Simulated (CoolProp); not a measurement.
Nitrogen at 457.46 K and 0.196 MPa flows at 5.1 m/s in a round tube of 100 mm bore and 0.25 µm roughness, fully developed (64/Re and Nu = 3.66 if laminar; Colebrook and Gnielinski if turbulent). Each further row changes one setting.

Values from CoolProp's reference Helmholtz-energy equation of state, Span 2000.

```
case               Reynolds number  Darcy friction factor  pressure drop (Pa/m)  heat-transfer coefficient (W/(m² K))  mass flow (kg/h)
-----------------  ---------------  ---------------------  --------------------  ------------------------------------  ----------------
as stated                        ?                      ?                  4.40                                  25.6               208
velocity 10.2 m/s            60100                 0.0201                  15.1                                     ?                 ?
diameter 200 mm              60100                 0.0201                     ?                                     ?                 ?
```

Task: Complete the blanks.

Result: 
- as stated, Reynolds number: 30100
- as stated, Darcy friction factor: 0.0235
- velocity 10.2 m/s, heat-transfer coefficient (W/(m² K)): 44.0
- velocity 10.2 m/s, mass flow (kg/h): 416
- diameter 200 mm, pressure drop (Pa/m): 1.88
- diameter 200 mm, heat-transfer coefficient (W/(m² K)): 22.0
- diameter 200 mm, mass flow (kg/h): 832

Viscosity comes from a separate model (Lemmon 2004). Thermal conductivity comes from a separate model (Lemmon 2004).
